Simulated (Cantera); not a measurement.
A perfectly stirred reactor is fed with 80.0 % N₂O, 20.0 % H₂O, at 1.00 bar; it is held at 1150 K, and followed from long to short residence time.

Detailed kinetics in Cantera: GRI-Mech 3.0 (53 species, 325 reactions). GRI-Mech 3.0 was tuned for natural gas; its chemistry of N2O as a main component is partial and can be far from experiment. The mechanism lacks the step 2 NO + O2 → 2 NO2, which can matter for NO2 below about 1400 K. The temperature is held fixed by assumption; the heat of reaction is taken as removed at once.

x: mole fraction; the columns are a selection and need not sum to one.

```csv
τ (s),x N₂O,x H₂O,x OH,x O,x NO₂,x H,x O₂
16,0.115,0.151,1.67e-5,3.56e-7,0.000536,5.31e-10,0.237
5.1,0.252,0.161,2.06e-5,5.28e-7,0.000731,8.16e-10,0.187
1.6,0.451,0.175,2.42e-5,7.18e-7,0.000846,(withheld),0.118
0.52,0.627,0.188,2.60e-5,8.84e-7,0.000786,(withheld),0.0579
0.17,0.731,0.195,2.53e-5,1.01e-6,0.000569,(withheld),0.0230
0.053,0.776,0.198,2.30e-5,1.11e-6,0.000302,(withheld),0.00774
0.017,0.792,0.199,2.06e-5,1.17e-6,0.000119,3.43e-9,0.00254
0.0055,0.797,0.200,1.84e-5,1.20e-6,3.41e-5,3.60e-9,0.000820
0.0018,0.799,0.200,1.60e-5,1.19e-6,6.62e-6,(withheld),0.000262
```

Question: What belongs in the gaps?

Answer: 
- 1.6, x H: 1.19e-9
- 0.52, x H: 1.64e-9
- 0.17, x H: 2.19e-9
- 0.053, x H: 2.87e-9
- 0.0018, x H: 3.29e-9
